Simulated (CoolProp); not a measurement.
Saturated liquid density (kg/m³) of vinyl chloride: the reference equation beside estimates from Tc = 425.0 K, pc = 5.600 MPa, ω = 0.160. Rackett uses Z = 0.29056 − 0.08775 ω.

The numbers come from the reference Helmholtz-energy equation of state, Thol 2022 in CoolProp.

| T (K) | reference | Rackett | van der Waals | Redlich-Kwong | Soave-Redlich-Kwong | Peng-Robinson |
|---|---|---|---|---|---|---|
| 229.8 | 1022 | 1003 | 634.2 | 939.0 | 949.0 | 1070 |
| 234.6 | 1013 | 995.3 | [?] | 931.7 | 942.4 | 1062 |
| 239.5 | 1005 | 987.8 | 625.3 | 924.0 | 935.4 | 1055 |
| 244.3 | 996.4 | 980.3 | 620.8 | 916.4 | 928.4 | 1047 |
| 249.1 | 988.0 | [?] | 616.3 | 908.6 | 921.2 | 1040 |
| 253.9 | 979.6 | 965.2 | 611.6 | 900.6 | 913.8 | 1032 |
| 258.8 | [?] | 957.3 | 606.8 | 892.3 | 906.1 | [?] |
| 263.6 | 962.4 | 949.5 | 602.0 | 884.0 | 898.4 | 1015 |
| 268.4 | 953.9 | 941.6 | 597.1 | 875.5 | 890.5 | 1006 |
| 273.2 | 945.2 | 933.5 | 592.1 | 866.8 | [?] | [?] |
| 278 | 936.6 | 925.4 | 587.1 | 857.9 | 874.0 | 988.5 |
| 282.9 | 927.6 | 917.0 | 581.8 | 848.6 | 865.3 | [?] |
| 287.7 | 918.8 | 908.6 | 576.5 | 839.3 | 856.5 | 969.4 |

Task: Fill in the missing entries.

Result: 
- 234.6, van der Waals: 629.9
- 249.1, Rackett: 972.8
- 258.8, reference: 970.9
- 258.8, Peng-Robinson: 1023
- 273.2, Soave-Redlich-Kwong: 882.4
- 273.2, Peng-Robinson: 997.6
- 282.9, Peng-Robinson: 979.0

Absolute difference from the reference over all 13 rows, mean and median: Rackett 1.4 and 1.4 %, van der Waals 37.5 and 37.5 %, Redlich-Kwong 8.2 and 8.1 %, Soave-Redlich-Kwong 6.8 and 6.7 %, Peng-Robinson 5.3 and 5.4 %.
